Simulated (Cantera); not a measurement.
**Reactions in the system Cr-N-O**

Source: NASA polynomial tables (part measured, part estimated), evaluated in Cantera. Values are per mole of reaction as written; species without (g) are pure solids or liquids, kept so even where they would boil at 1 bar.

CrO₃(g) + 6 N(g) ⇌ 3 N₂O(g) + Cr

```
T (K)  ΔH° (kJ)  ΔS° (J/K)  ΔG° (kJ)  log10 K
-----  --------  ---------  --------  -------
723     -2310.8     -529.7   -1927.8   139.28
823     -2312.4     -531.8   -1874.7   118.98
923     -2313.5     -533.1   -1821.5   103.08
1023    -2314.2     -533.8   -1768.1    90.28
1123    -2314.5     -534.1   -1714.7    79.76
1223    -2314.5     -534.1   -1661.3    70.95
1323    -2314.1     -533.8   -1607.9    63.48
```
